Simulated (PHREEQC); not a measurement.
0.34 g of hydrous ferric oxide (600 m²/g; 0.2 weak and 0.005 strong sites per Fe, Dzombak-Morel constants, diffuse double layer) in 1 kg of water with 0.1 mol/kgw of an inert sodium salt and 0.0014 mol/kgw H3BO3 and 1.1e-06 mol/kgw Na2SO4, at 25 °C; the pH is set by adding NaOH or the inert anion's acid. Oxygen is held at 0.21 atm. CO2 from the air is kept out. No solid was allowed to form.

The series has 17 steps of pH, from 4 to 12.

The numbers come from PHREEQC with the ion-association model, wateq4f.dat.

Problem. Near which pH is half of the S sorbed, and on which side is more sorbed?

Solution. Near pH 6.2, with more sorbed at lower pH.
